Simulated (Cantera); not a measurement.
Charge: 1 mol B, 0.38 mol H₂O, 0.8 mol N₂, equilibrated at 1.10 mbar.

These are equilibrium values from Cantera (NASA tables, ideal gas, pure condensed phases), not measurements of a reactor. Candidate condensed phases: B, BN, B₂O₃, B₃O₃H₃, H₂O; 39 gas species. N₂ is the only nitrogen source here; it is nearly inert below about 1500 K, so the nitride shown seldom forms there in practice. Mutual solubility and eutectic melting of coexisting phases are not modelled. Kinetics and transport are ignored.

At 950 °C, list the 6 most abundant gas species with their mole fractions, and the condensed phases.

N₂ 0.529, H₂ 0.470, HBO₂ 0.000643, H₂O 0.000346, HBO 5.76e-5, B₂O₃ 1.75e-5. Condensed: BN(s) + B₂O₃(l).
